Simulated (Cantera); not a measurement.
Thermodynamics of silicon nitride deposition, feed SiF4 + N2

Charge: 1 mol SiF4, 2.3 mol N2, held at 1000 Pa.

Equilibrium computed with Cantera from the NASA thermochemical tables; the gas is ideal and each condensed phase is pure. Candidate condensed phases: Si, Si3N4; 16 gas species. The tables' values for SiF3 are old estimates; treat these amounts as uncertain. The numbers say what is thermodynamically allowed, not how fast it happens.

| T (K) | log p N2 | log p SiF4 | log p F | log p SiF3 | log p SiF2 | log p N |
|---|---|---|---|---|---|---|
| 825 | -2.16 | -2.52 | <-14 | -12.70 | <-14 | <-14 |
| 925 | -2.16 | -2.52 | <-14 | <-14 | <-14 | <-14 |
| 1025 | -2.16 | -2.52 | -12.58 | -12.58 | <-14 | <-14 |
| 1125 | -2.16 | -2.52 | -11.20 | -11.20 | <-14 | <-14 |
| 1225 | -2.16 | -2.52 | -10.04 | -10.04 | <-14 | <-14 |
| 1325 | -2.16 | -2.52 | -9.06 | -9.06 | <-14 | <-14 |
| 1425 | -2.16 | -2.52 | -8.22 | -8.22 | <-14 | <-14 |
| 1525 | -2.16 | -2.52 | -7.49 | -7.49 | -12.72 | <-14 |
| 1625 | -2.16 | -2.52 | -6.85 | -6.85 | -11.51 | -13.01 |
| 1725 | -2.16 | -2.52 | -6.28 | -6.28 | -10.43 | -12.12 |
| 1825 | -2.16 | -2.52 | -5.78 | -5.78 | -9.48 | -11.32 |
| 1925 | -2.16 | -2.52 | -5.32 | -5.32 | -8.63 | -10.61 |
| 2025 | -2.16 | -2.52 | -4.92 | -4.92 | -7.86 | -9.97 |
log p: log10 of the partial pressure in bar; nothing condenses.

From 825 K to 2025 K nothing is condensed. The main Si-bearing gas is SiF4 throughout.
